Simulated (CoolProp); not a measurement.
Vapour-liquid equilibrium of CHF3 (R23) (1) + CH2F2 (R32) (2) at 641 kPa; x and y are mole fractions of (1).

Values from CoolProp's multi-fluid Helmholtz-energy mixture model, Penoncello 2003 and Tillner-Roth 1997; pair parameters Bell 2016.

**Question.** Give the bubble temperature and the first vapour's composition at x = 0.2, 0.725, 0.95. Is there an azeotrope?

**Answer.** x = 0.2: 255.3 K, y = 0.421; x = 0.725: 237.0 K, y = 0.892; x = 0.95: 231.6 K, y = 0.983. No azeotrope shows between x = 0.05 and 0.95.

Pair parameters are fitted to limited data, so mixtures are less certain than the pure fluids.
